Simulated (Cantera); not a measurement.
Feed: 1 mol Al(CH₃)₃, 0.56 mol N₂O, 17 mol N₂, at 1.00 bar.

Cantera equilibrium calculation (NASA polynomials, part measured and part estimated; ideal gas, pure solids and liquids). Candidate condensed phases: Al, AlN, Al₂O₃, C, C₆H₆, C₇H₈, C₈H₁₈, H₂O; 148 gas species. The feed counts by its element totals alone. Equilibrium is a limit: real reactors are often held back by kinetics, nucleation or transport. All values below are at 2075 K.

Base state: N₂ 0.767, H₂ 0.198, CO 0.0253, HCN 0.00764, H 0.00119, HNC 0.000495, C₂H₂ (acetylene) 0.000246, Al 9.22e-5 (mole fractions); condensed: AlN(s) + C(graphite).

Task: What changes in the equilibrium state with this change: 0.14 mol O₂ added?

Result: 
```json
[
 {"species": "N₂", "before": "0.767", "after": "0.757"},
 {"species": "H₂", "before": "0.198", "after": "0.196"},
 {"species": "CO", "before": "0.0253", "after": "0.0375"},
 {"species": "Al", "before": "9.22e-5", "after": "9.28e-5"},
 {"species": "CH₄", "before": "1.38e-5", "after": "1.34e-5"},
 {"species": "C₂H₂ (acetylene)", "before": "0.000246", "after": "0.000243"},
 {"species": "HNC", "before": "0.000495", "after": "0.000489"},
 {"species": "HCN", "before": "0.00764", "after": "0.00755"},
 {"species": "AlN(s), mol", "before": "0.998", "after": "0.998"},
 {"species": "C(graphite), mol", "before": "2.25", "after": "1.97"}
]
```
